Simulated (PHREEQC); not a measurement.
Make-up at 20 °C: 0.85 mol KBr per kg of water. Closed to the air; pH follows from the charge balance.

All values are PHREEQC results (ion-association model, phreeqc.dat), not measurements.

Each row changes one thing in this solution. No solid was allowed to form.

```tsv
case	pH	ionic strength (mol/kgw)
as made	7.04	0.850
KBr replaced by K2CO3 at the same molality	11.78	2.54
diluted 2-fold with water	7.05	0.425
KBr replaced by NH4Br at the same molality	4.97	0.850
KBr replaced by LiBr at the same molality	7.04	0.850
temperature from 20 to 75 °C	6.29	0.850
KBr from 0.85 to 1.27 mol/kgw	7.03	1.27
diluted 5-fold with water	7.06	0.170
KBr replaced by K2HPO4 at the same molality	8.77	2.11
```

The ionic strength passes 0.7 mol/kgw, the rough limit of the ion-association models, in as made; KBr replaced by K2CO3 at the same molality; KBr replaced by NH4Br at the same molality; KBr replaced by LiBr at the same molality; temperature from 20 to 75 °C; KBr from 0.85 to 1.27 mol/kgw; KBr replaced by K2HPO4 at the same molality. Species that the database lacks are ignored. Away from 25 °C the constants follow the database's enthalpies or fits; those with neither stay at their 25 °C values.
